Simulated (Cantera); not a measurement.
Feed: 1 mol Cu₂O, 9.7 mol CO, 0.4 mol H₂, at 1525 °C and 0.00133 bar.

These are equilibrium values from Cantera (NASA tables, ideal gas, pure condensed phases), not measurements of a reactor. Candidate condensed phases: C, C₆H₆, C₇H₈, C₈H₁₈, Cu, CuO, Cu(OH)₂, Cu₂O, H₂O; 113 gas species. Rates play no part.

Base state: CO 0.728, Cu 0.165, CO₂ 0.0736, H₂ 0.0233, H₂O 0.00898, H 0.00147, Cu₂ 0.000130, OH 3.74e-5 (mole fractions); condensed: gas only.

Question: What changes in the equilibrium state with this change: CO from 9.7 to 18 mol?

Answer: 
```json
[
 {"species": "CO", "before": "0.728", "after": "0.836"},
 {"species": "Cu", "before": "0.165", "after": "0.0979"},
 {"species": "CO₂", "before": "0.0736", "after": "0.0457"},
 {"species": "H₂", "before": "0.0233", "after": "0.0157"},
 {"species": "Cu₂", "before": "0.000130", "after": "4.58e-5"},
 {"species": "H₂O", "before": "0.00898", "after": "0.00327"},
 {"species": "OH", "before": "3.74e-5", "after": "1.66e-5"},
 {"species": "H", "before": "0.00147", "after": "0.00121"}
]
```

Question: What changes in the equilibrium state with this change: temperature from 1525 °C to 1077 °C?

Answer: 
```json
[
 {"species": "CO", "before": "0.728", "after": "0.868"},
 {"species": "CO₂", "before": "0.0736", "after": "0.0921"},
 {"species": "H₂", "before": "0.0233", "after": "0.0328"},
 {"species": "Cu", "before": "0.165", "after": "0.000367"},
 {"species": "Cu₂", "before": "0.000130", "after": "4.81e-8"},
 {"species": "OH", "before": "3.74e-5", "after": "4.00e-8"},
 {"species": "H", "before": "0.00147", "after": "1.18e-5"},
 {"species": "Cu(s), mol", "before": "0", "after": "2.00"}
]
```
